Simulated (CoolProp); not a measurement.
Saturation properties of isohexane (Tc = 497.7 K, pc = 30.43 bar, ω = 0.280).

Computed with CoolProp (reference Helmholtz-energy equation of state, Lemmon 2006). It is a short technical equation, of lower accuracy than the large ones.

```json
[
 {"T (K)": "392", "p (bar)": "4.788", "liquid density (kg/m³)": "551.5", "enthalpy of vaporisation (kJ/kg)": "273.5", "liquid cp (kJ/(kg K))": "2.751", "vapour Z": "0.8578", "surface tension (mN/m)": "7.90"},
 {"T (K)": "403.2", "p (bar)": "6.087", "liquid density (kg/m³)": "537.5", "enthalpy of vaporisation (kJ/kg)": "261.8", "liquid cp (kJ/(kg K))": "2.829", "vapour Z": "0.8317", "surface tension (mN/m)": "6.91"},
 {"T (K)": "414.4", "p (bar)": "7.634", "liquid density (kg/m³)": "522.6", "enthalpy of vaporisation (kJ/kg)": "249.2", "liquid cp (kJ/(kg K))": "2.915", "vapour Z": "0.8024", "surface tension (mN/m)": "5.94"},
 {"T (K)": "425.7", "p (bar)": "9.473", "liquid density (kg/m³)": "506.4", "enthalpy of vaporisation (kJ/kg)": "235.2", "liquid cp (kJ/(kg K))": "3.013", "vapour Z": "0.7691", "surface tension (mN/m)": "4.99"},
 {"T (K)": "436.9", "p (bar)": "11.60", "liquid density (kg/m³)": "488.9", "enthalpy of vaporisation (kJ/kg)": "219.8", "liquid cp (kJ/(kg K))": "3.128", "vapour Z": "0.7317", "surface tension (mN/m)": "4.08"},
 {"T (K)": "448.2", "p (bar)": "14.10", "liquid density (kg/m³)": "469.3", "enthalpy of vaporisation (kJ/kg)": "202.1", "liquid cp (kJ/(kg K))": "3.274", "vapour Z": "0.6886", "surface tension (mN/m)": "3.19"},
 {"T (K)": "459.4", "p (bar)": "16.96", "liquid density (kg/m³)": "447.0", "enthalpy of vaporisation (kJ/kg)": "181.8", "liquid cp (kJ/(kg K))": "3.474", "vapour Z": "0.6390", "surface tension (mN/m)": "2.35"},
 {"T (K)": "470.6", "p (bar)": "20.25", "liquid density (kg/m³)": "420.3", "enthalpy of vaporisation (kJ/kg)": "157.3", "liquid cp (kJ/(kg K))": "3.798", "vapour Z": "0.5801", "surface tension (mN/m)": "1.56"},
 {"T (K)": "481.9", "p (bar)": "24.06", "liquid density (kg/m³)": "385.4", "enthalpy of vaporisation (kJ/kg)": "125.2", "liquid cp (kJ/(kg K))": "4.527", "vapour Z": "0.5053", "surface tension (mN/m)": "0.817"}
]
```

It boils at 333.4 K under 1 atm.

Surface tension comes from a separate correlation (Mulero 2012).
